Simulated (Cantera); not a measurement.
## Low-pressure radical oxidation in H2/O2

An isothermal, constant-pressure homogeneous reactor starts with 1.39 % H2, 12.9 % O2, 85.7 % N2, at 975 K and 0.0263 atm.

Model: GRI-Mech 3.0 (53 species, 325 reactions), integrated in Cantera. Radical loss at walls, strong at low pressure, is not modelled.

| t (s) | x H2 | x O2 | x NO | x NO2 | x OH | x H2O2 | x N2O |
|---|---|---|---|---|---|---|---|
| 1.00e-6 | 0.0139 | 0.129 | <1e-12 | <1e-12 | <1e-12 | <1e-12 | <1e-12 |
| 4.35e-6 | 0.0139 | 0.129 | <1e-12 | <1e-12 | <1e-12 | <1e-12 | <1e-12 |
| 1.89e-5 | 0.0139 | 0.129 | <1e-12 | <1e-12 | <1e-12 | <1e-12 | <1e-12 |
| 8.23e-5 | 0.0139 | 0.129 | <1e-12 | <1e-12 | <1e-12 | <1e-12 | <1e-12 |
| 0.000358 | 0.0139 | 0.129 | <1e-12 | <1e-12 | 1.04e-12 | <1e-12 | <1e-12 |
| 0.00156 | 0.0139 | 0.129 | <1e-12 | <1e-12 | 1.19e-11 | <1e-12 | <1e-12 |
| 0.00678 | 0.0139 | 0.129 | <1e-12 | <1e-12 | 3.36e-9 | <1e-12 | <1e-12 |
| 0.0295 | 0.000863 | 0.122 | 4.98e-8 | 1.67e-12 | 0.000444 | 5.86e-8 | 1.75e-9 |
| 0.128 | 3.80e-5 | 0.122 | 1.03e-7 | 5.77e-11 | 7.37e-5 | 3.70e-8 | 6.69e-9 |
| 0.558 | 1.78e-6 | 0.122 | 1.03e-7 | 4.99e-10 | 1.48e-5 | 1.67e-8 | 7.99e-9 |
| 2.43 | 9.49e-8 | 0.123 | 1.02e-7 | 9.41e-10 | 4.11e-6 | 3.91e-9 | 8.31e-9 |
| 10.6 | 8.33e-9 | 0.123 | 1.03e-7 | 8.41e-10 | 1.47e-6 | 7.69e-10 | 8.44e-9 |
| 46.0 | 1.25e-9 | 0.123 | 1.03e-7 | 5.31e-10 | 6.13e-7 | 1.61e-10 | 8.52e-9 |
| 200 | 2.39e-10 | 0.123 | 1.03e-7 | 3.04e-10 | 2.76e-7 | 3.57e-11 | 8.52e-9 |
x: mole fraction; the columns are a selection and need not sum to one.

Equilibrium at this temperature and pressure: H2 1.01e-11, O2 0.122, NO 1.90e-5, NO2 1.52e-7, OH 5.66e-8, H2O2 1.63e-12, N2O 2.74e-10 (gas phase only).
